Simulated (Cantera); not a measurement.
Input (Python, Cantera):

```python
import numpy as np
import cantera as ct

gas = ct.Solution("gri30.yaml")
gas.TPX = 1075, 100000, {'N2O': 1, 'H2O': 0.0081, 'N2': 0.069}
reactor = ct.IdealGasConstPressureReactor(gas, energy="off", clone=False)
net = ct.ReactorNet([reactor])
net.rtol, net.atol = 1e-08, 1e-18
show = ['N2O', 'H2O', 'O2', 'OH', 'NO', 'O', 'NO2']
times = np.geomspace(6e-05, 90, 15)

steps = ct.SolutionArray(gas, extra=["t"])
rows = []
print(f"{'t/s':>10s}{'T/K':>9s}{'P/Pa':>11s}" + "".join(f"{s:>11s}" for s in show))
for t in times:
    while net.time < t:
        t_next = net.step()
        steps.append(gas.state, t=t_next)
    rows.append([np.interp(t, steps.t, y) for y in (steps.T, steps.P, *steps(*show).X.T)])
    print(f"{t:10.3e}{rows[-1][0]:9.1f}{rows[-1][1]:11.4g}" + "".join(f"{x:11.3e}" for x in rows[-1][2:]))
rate = np.gradient(steps.T, steps.t)
print("integrator steps:", len(steps.t))
if steps.T.max() > steps.T[0] + 200:
    print(f"time of steepest temperature rise: {steps.t[rate.argmax()]:.4e} s")
gas.TPX = 1075, 100000, {'N2O': 1, 'H2O': 0.0081, 'N2': 0.069}
gas.equilibrate("TP")
print(f"equilibrium (TP): T = {gas.T:.1f} K  " + "  ".join(f"{s} {gas[s].X[0]:.3e}" for s in show))
```

Result:

```
       t/s      T/K       P/Pa        N2O        H2O         O2         OH         NO          O        NO2
 6.000e-05   1075.0      1e+05  9.284e-01  7.520e-03  9.147e-07  9.862e-09  1.175e-07  1.982e-07  4.390e-13
 1.657e-04   1075.0      1e+05  9.284e-01  7.520e-03  2.852e-06  2.909e-08  3.662e-07  1.987e-07  5.225e-12
 4.576e-04   1075.0      1e+05  9.284e-01  7.520e-03  8.203e-06  7.214e-08  1.053e-06  1.987e-07  1.017e-10
 1.264e-03   1075.0      1e+05  9.283e-01  7.520e-03  2.298e-05  1.424e-07  2.946e-06  1.986e-07  3.531e-09
 3.489e-03   1075.0      1e+05  9.282e-01  7.519e-03  6.382e-05  2.382e-07  8.076e-06  1.985e-07  1.082e-07
 9.636e-03   1075.0      1e+05  9.279e-01  7.518e-03  1.769e-04  5.078e-07  2.090e-05  1.981e-07  1.711e-06
 2.661e-02   1075.0      1e+05  9.269e-01  7.516e-03  4.895e-04  7.776e-07  5.126e-05  1.973e-07  1.106e-05
 7.348e-02   1075.0      1e+05  9.242e-01  7.509e-03  1.351e-03  1.035e-06  1.289e-04  1.943e-07  4.171e-05
 2.029e-01   1075.0      1e+05  9.168e-01  7.490e-03  3.712e-03  1.314e-06  3.522e-04  1.880e-07  1.078e-04
 5.604e-01   1075.0      1e+05  8.969e-01  7.439e-03  1.010e-02  1.600e-06  1.028e-03  1.802e-07  1.855e-04
 1.548e+00   1075.0      1e+05  8.454e-01  7.307e-03  2.671e-02  1.793e-06  2.855e-03  1.719e-07  2.450e-04
 4.274e+00   1075.0      1e+05  7.246e-01  6.997e-03  6.581e-02  1.807e-06  7.059e-03  1.580e-07  2.988e-04
 1.180e+01   1075.0      1e+05  4.984e-01  6.416e-03  1.394e-01  1.615e-06  1.435e-02  1.296e-07  3.602e-04
 3.259e+01   1075.0      1e+05  2.213e-01  5.705e-03  2.304e-01  1.206e-06  2.147e-02  7.937e-08  4.025e-04
 9.000e+01   1075.0      1e+05  4.387e-02  5.249e-03  2.899e-01  6.272e-07  2.359e-02  2.307e-08  4.010e-04
integrator steps: 1688
equilibrium (TP): T = 1075.0 K  N2O 5.490e-09  H2O 5.136e-03  O2 3.170e-01  OH 1.133e-07  NO 7.720e-05  O 7.433e-10  NO2 3.130e-06
```

Detailed kinetics in Cantera: GRI-Mech 3.0 (53 species, 325 reactions). GRI-Mech 3.0 was tuned for natural gas; its chemistry of N2O as a main component is partial and can be far from experiment. The mechanism lacks the step 2 NO + O2 → 2 NO2, which can matter for NO2 below about 1400 K. The temperature is held fixed by assumption; the heat of reaction is taken as removed at once.
